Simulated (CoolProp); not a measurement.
R123 along the isotherm 80.95 °C: density (kg/m³) from the reference equation and from simpler models built on Tc = 183.7 °C, pc = 3.662 MPa, ω = 0.282; each cubic takes its own stable root.

Model: reference Helmholtz-energy equation of state, Younglove 1994, in CoolProp. It is a modified Benedict-Webb-Rubin equation, recast in Helmholtz form.

```json
[
 {"p (MPa)": "0.654", "phase": "liquid", "reference": "1309"},
 {"p (MPa)": "1.31", "phase": "liquid", "reference": "1313"},
 {"p (MPa)": "1.96", "phase": "liquid", "reference": "1317"},
 {"p (MPa)": "2.62", "phase": "liquid", "reference": "1320"},
 {"p (MPa)": "3.27", "phase": "liquid", "reference": "1324"},
 {"p (MPa)": "3.92", "phase": "liquid", "reference": "1327"},
 {"p (MPa)": "4.58", "phase": "liquid", "reference": "1330"},
 {"p (MPa)": "5.23", "phase": "liquid", "reference": "1334"},
 {"p (MPa)": "5.89", "phase": "liquid", "reference": "1337"},
 {"p (MPa)": "6.54", "phase": "liquid", "reference": "1340"},
 {"p (MPa)": "7.19", "phase": "liquid", "reference": "1343"},
 {"p (MPa)": "7.85", "phase": "liquid", "reference": "1346"},
 {"p (MPa)": "8.5", "phase": "liquid", "reference": "1349"},
 {"p (MPa)": "9.15", "phase": "liquid", "reference": "1351"}
]
```

Task: How far does each simpler model (Redlich-Kwong, Soave-Redlich-Kwong) lie from the reference over these 14 states: mean and median of the absolute difference, and the worst?

Result: 
- Redlich-Kwong: mean 18.8 %, median 12.8 %, worst -97.0 % at 80.95 °C and 0.654 MPa
- Soave-Redlich-Kwong: mean 9.2 %, median 9.1 %, worst -10.3 % at 80.95 °C and 0.654 MPa

At some of these states Redlich-Kwong gives the other phase, because its saturation line lies elsewhere.
